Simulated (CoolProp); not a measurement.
Vapour-liquid equilibrium of n-butane (1) + cis-2-butene (2) at 382 K; x and y are mole fractions of (1).

Computed with CoolProp (multi-fluid Helmholtz-energy mixture model, Bücker 2006 and Lemmon 2005; pair parameters Bell 2016).

Problem. Give the bubble pressure and the first vapour's composition at x = 0.425, 0.8, 0.875. Is there an azeotrope?

Solution. x = 0.425: 17.62 bar, y = 0.436; x = 0.8: 17.95 bar, y = 0.804; x = 0.875: 18.00 bar, y = 0.877. No azeotrope shows between x = 0.05 and 0.95.

The pair parameters rest on a limited set of measurements; away from them the model extrapolates.
